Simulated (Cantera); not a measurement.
Standard-state values (1 bar) from the NASA 1993 polynomials, evaluated with Cantera. Values are per mole of reaction as written; species without (g) are pure solids or liquids, kept so even where they would boil at 1 bar.

Task: Between 300 and 2223 K, where is each reaction favourable under standard conditions?
- 2 SiC2(g) + 9 F(g) = Si2C(g) + 3 CF3(g)

Result: 
- 2 SiC2(g) + 9 F(g) = Si2C(g) + 3 CF3(g): ΔG° is -2561 kJ at 300 K and -776 kJ at 2223 K; it stays negative (K > 1). ΔH° is -2864 kJ and ΔS° -939 J/K at 2223 K.
